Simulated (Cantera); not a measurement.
Charge: 1 mol AlN, 1.9 mol H2, 8.2 mol N2, at 1425 °C and 13300 Pa.

Method: chemical equilibrium by Gibbs-energy minimisation in Cantera with the NASA 1993 tables (ideal gas, pure condensed phases). Candidate condensed phases: Al, AlN; 13 gas species. Kinetics and transport are ignored.

Base state: N2 0.812, H2 0.188, H 0.000172 (mole fractions); condensed: AlN(s).

**Question.** What changes in the equilibrium state with this change: AlN replaced by BN?

**Answer.** 
```json
[
 {"species": "N2", "before": "0.812", "after": "0.812"},
 {"species": "H2", "before": "0.188", "after": "0.188"},
 {"species": "H", "before": "0.000172", "after": "0.000172"},
 {"species": "AlN(s), mol", "before": "1.000", "after": "0"},
 {"species": "BN(s), mol", "before": "0", "after": "1.00"}
]
```
Further candidate phases: B, BN.
